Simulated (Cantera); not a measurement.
**NO annealing gas**

A perfectly stirred reactor is fed with NO : N2 = 1 : 9.3 (molar parts), at 1.00 atm; it is held at 2125 K, and followed from long to short residence time.

Cantera simulation using GRI-Mech 3.0 (53 species, 325 reactions); the numbers are that mechanism's predictions, not measurements.

| τ (s) | x NO | x N2O | x NO2 | x N2 | x O | x O2 |
|---|---|---|---|---|---|---|
| 0.44 | 0.0581 | 1.89e-6 | 2.58e-5 | 0.922 | 0.000238 | 0.0193 |
| 0.30 | 0.0675 | 2.46e-6 | 2.64e-5 | 0.918 | 0.000210 | 0.0147 |
| 0.20 | 0.0762 | 3.08e-6 | 2.57e-5 | 0.913 | 0.000182 | 0.0103 |
| 0.14 | 0.0822 | 3.56e-6 | 2.41e-5 | 0.910 | 0.000159 | 0.00733 |
| 0.094 | 0.0872 | 3.98e-6 | 2.19e-5 | 0.908 | 0.000137 | 0.00486 |
| 0.063 | 0.0906 | 4.29e-6 | 1.97e-5 | 0.906 | 0.000119 | 0.00316 |
| 0.043 | 0.0928 | 4.49e-6 | 1.80e-5 | 0.905 | 0.000106 | 0.00209 |
| 0.029 | 0.0942 | 4.62e-6 | 1.65e-5 | 0.904 | 9.61e-5 | 0.00135 |
| 0.020 | 0.0952 | 4.70e-6 | 1.53e-5 | 0.904 | 8.87e-5 | 0.000897 |
| 0.013 | 0.0959 | 4.75e-6 | 1.42e-5 | 0.903 | 8.18e-5 | 0.000552 |
| 0.0091 | 0.0962 | 4.75e-6 | 1.33e-5 | 0.903 | 7.67e-5 | 0.000365 |
x: mole fraction; the columns are a selection and need not sum to one.
